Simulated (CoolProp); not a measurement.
A Linde-Hampson liquefier for nitrogen: isothermal reversible compression at 200 K from 1 atm to 20 MPa, throttling to 1 atm, return gas leaving the recuperator 0 K below the feed. Each further row changes one setting.

The numbers come from the reference Helmholtz-energy equation of state, Span 2000 in CoolProp.

```tsv
case	liquid yield per pass	compression work (kJ/kg of gas)
as stated	0.234	296
high pressure 40 MPa	0.257	340
warm-end temperature 230 K	0.161	351
warm-end gap 5 K	0.221	296
```
